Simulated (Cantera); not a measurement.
Feed: 1 mol Mg(OH)₂, 4.9 mol H₂O, 0.53 mol O₂, 0.066 mol CO₂, equilibrated at 101000 Pa.

Method: chemical equilibrium by Gibbs-energy minimisation in Cantera with the NASA 1993 tables (ideal gas, pure condensed phases). Candidate condensed phases: C, C₆H₆, C₇H₈, C₈H₁₈, H₂O, Mg, MgCO₃, MgO, Mg(OH)₂; 116 gas species. Rates play no part. All values below are at 1225 °C.

Base state: H₂O 0.908, O₂ 0.0815, CO₂ 0.0102, OH 0.000182 (mole fractions); condensed: MgO(s).

Task: What changes in the equilibrium state with this change: Mg(OH)₂ replaced by CaCO₃?

Result: 
```json
[
 {"species": "H₂O", "before": "0.908", "after": "0.754"},
 {"species": "CO₂", "before": "0.0102", "after": "0.164"},
 {"species": "O₂", "before": "0.0815", "after": "0.0815"},
 {"species": "OH", "before": "0.000182", "after": "0.000166"},
 {"species": "MgO(s), mol", "before": "1.000", "after": "0"},
 {"species": "CaO(s), mol", "before": "0", "after": "1.000"}
]
```
Further candidate phases: Ca, CaCO₃, CaO, Ca(OH)₂.
